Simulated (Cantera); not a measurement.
**Pyrogenic steam for wet oxidation**

An isothermal, constant-pressure homogeneous reactor starts with 5.02 % H2, 10.7 % O2, 84.3 % N2, equivalence ratio 0.23, at 1400 K and 0.700 bar.

Detailed kinetics in Cantera: GRI-Mech 3.0 (53 species, 325 reactions). The temperature is held fixed by assumption; the heat of reaction is taken as removed at once.

```json
[
 {"t (s)": "1.00e-6", "x H2": "0.0502", "x O2": "0.107", "x H": "6.03e-9", "x N2O": "<1e-12", "x H2O": "2.73e-10"},
 {"t (s)": "3.42e-6", "x H2": "0.0502", "x O2": "0.107", "x H": "2.29e-8", "x N2O": "<1e-12", "x H2O": "8.00e-9"},
 {"t (s)": "1.17e-5", "x H2": "0.0502", "x O2": "0.107", "x H": "2.63e-7", "x N2O": "<1e-12", "x H2O": "3.14e-7"},
 {"t (s)": "4.00e-5", "x H2": "0.0495", "x O2": "0.106", "x H": "0.000316", "x N2O": "2.64e-10", "x H2O": "0.000483"},
 {"t (s)": "0.000137", "x H2": "0.00235", "x O2": "0.0811", "x H": "0.00621", "x N2O": "1.67e-7", "x H2O": "0.0440"},
 {"t (s)": "0.000468", "x H2": "0.000337", "x O2": "0.0831", "x H": "0.000278", "x N2O": "3.03e-7", "x H2O": "0.0504"},
 {"t (s)": "0.00160", "x H2": "2.72e-5", "x O2": "0.0836", "x H": "6.43e-6", "x N2O": "3.90e-7", "x H2O": "0.0513"},
 {"t (s)": "0.00548", "x H2": "3.24e-6", "x O2": "0.0837", "x H": "3.01e-7", "x N2O": "4.18e-7", "x H2O": "0.0514"},
 {"t (s)": "0.0187", "x H2": "6.17e-7", "x O2": "0.0837", "x H": "2.75e-8", "x N2O": "4.04e-7", "x H2O": "0.0514"},
 {"t (s)": "0.0641", "x H2": "1.74e-7", "x O2": "0.0837", "x H": "4.31e-9", "x N2O": "3.14e-7", "x H2O": "0.0514"},
 {"t (s)": "0.219", "x H2": "9.99e-8", "x O2": "0.0837", "x H": "1.91e-9", "x N2O": "1.29e-7", "x H2O": "0.0514"},
 {"t (s)": "0.750", "x H2": "9.67e-8", "x O2": "0.0837", "x H": "1.82e-9", "x N2O": "2.95e-8", "x H2O": "0.0514"},
 {"t (s)": "2.56", "x H2": "9.66e-8", "x O2": "0.0837", "x H": "1.82e-9", "x N2O": "2.67e-8", "x H2O": "0.0514"},
 {"t (s)": "8.77", "x H2": "9.66e-8", "x O2": "0.0837", "x H": "1.82e-9", "x N2O": "2.67e-8", "x H2O": "0.0514"},
 {"t (s)": "30.0", "x H2": "9.66e-8", "x O2": "0.0837", "x H": "1.82e-9", "x N2O": "2.67e-8", "x H2O": "0.0514"}
]
```
x: mole fraction; the columns are a selection and need not sum to one.

Equilibrium at this temperature and pressure: H2 9.68e-8, O2 0.0835, H 1.82e-9, N2O 2.68e-8, H2O 0.0514 (gas phase only).
